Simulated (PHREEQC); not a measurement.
Solution (25 °C and 500 atm): 0.0015 mol/kgw H2SO4, 0.054 mol/kgw ZnSO4 and 0.000145 mol/kgw MnSO4. Closed to the air; pH follows from the charge balance.

Computed with PHREEQC (ion-association model, phreeqc.dat).

This is a speciation only: nothing precipitates in the calculation.

Order these S species by the share of S that they hold, largest first: Zn(SO4)2-2, ZnSO4, SO4-2, HSO4-.

SO4-2 (47 %), Zn(SO4)2-2 (27 %), ZnSO4 (24 %), HSO4- (1.9 %)

The pH is 2.80 and the ionic strength 0.136 mol/kgw. Under pressure, the constants of complexes without a molar volume in the database are unreliable.
